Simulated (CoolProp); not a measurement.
Vapour-liquid equilibrium of toluene (1) + n-decane (2) at 9.01 bar; x and y are mole fractions of (1).

Computed with CoolProp (multi-fluid Helmholtz-energy mixture model, Lemmon 2006 and Lemmon 2006; pair parameters Bell 2016).

Give the bubble temperature and the first vapour's composition at x = 0.05, 0.35, 0.575. Is there an azeotrope?

x = 0.05: 280.4 °C, y = 0.096; x = 0.35: 251.7 °C, y = 0.569; x = 0.575: 234.2 °C, y = 0.780. No azeotrope shows between x = 0.05 and 0.95.

The pair parameters rest on a limited set of measurements; away from them the model extrapolates.
